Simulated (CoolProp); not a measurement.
R365MFC along the isotherm 500 K: fugacity coefficient from the reference equation and from simpler models built on Tc = 460.0 K, pc = 3.266 MPa, ω = 0.377; each cubic takes its own stable root.

Computed with CoolProp (reference Helmholtz-energy equation of state, Lemmon 2016).

```csv
p (MPa),phase,reference
0.163,gas,0.9862
0.327,gas,0.9724
0.49,gas,0.9588
0.653,gas,0.9453
0.817,gas,0.9318
0.98,gas,0.9186
1.14,gas,0.9057
1.31,gas,0.8922
1.47,gas,0.8795
1.63,gas,0.8670
```

How far does each simpler model (van der Waals, Redlich-Kwong, Soave-Redlich-Kwong, Peng-Robinson) lie from the reference over these 10 states: mean and median of the absolute difference, and the worst?


- van der Waals: mean 0.9 %, median 0.9 %, worst +1.5 % at 500 K and 1.63 MPa
- Redlich-Kwong: mean 0.3 %, median 0.3 %, worst +0.4 % at 500 K and 1.63 MPa
- Soave-Redlich-Kwong: mean 0.8 %, median 0.8 %, worst +1.4 % at 500 K and 1.63 MPa
- Peng-Robinson: mean 0.2 %, median 0.2 %, worst -0.3 % at 500 K and 1.63 MPa
